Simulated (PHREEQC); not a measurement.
A made-up water analysis in mmol/kgw, 4.6 °C, pH 5.66, pe -1.3:

```tsv
constituent	mmol/kgw
Na	0.005
K	0.00338
Ca	0.00163
Mg	0.00175
Cl	0.00472
S(6)	0.000404
Alkalinity (meq/kgw)	0.00894
Br	4.02e-06
```

Valence states are taken as typed.

The numbers come from PHREEQC with the ion-association model, phreeqc.dat.

```yaml
ionic_strength: 2.08e-5 mol/kgw
charge_balance_error: 2.0 %
```

```json
[
 {"species": "CO2", "molality": "8.04e-5", "activity": "8.04e-5", "log γ": "0.000"},
 {"species": "HCO3-", "molality": "1.11e-5", "activity": "1.11e-5", "log γ": "-0.002"},
 {"species": "Na+", "molality": "5.00e-6", "activity": "4.97e-6", "log γ": "-0.002"},
 {"species": "Cl-", "molality": "4.72e-6", "activity": "4.70e-6", "log γ": "-0.002"},
 {"species": "K+", "molality": "3.38e-6", "activity": "3.36e-6", "log γ": "-0.002"},
 {"species": "H+", "molality": "2.20e-6", "activity": "2.19e-6", "log γ": "-0.002"},
 {"species": "Mg+2", "molality": "1.75e-6", "activity": "1.71e-6", "log γ": "-0.009"},
 {"species": "Ca+2", "molality": "1.63e-6", "activity": "1.60e-6", "log γ": "-0.009"},
 {"species": "SO4-2", "molality": "4.04e-7", "activity": "3.96e-7", "log γ": "-0.009"},
 {"species": "Br-", "molality": "4.02e-9", "activity": "4.00e-9", "log γ": "-0.002"}
]
```

Precipitation was switched off in this run. At this temperature some constants are extrapolated from 25 °C, and those without enthalpy data are left unchanged.
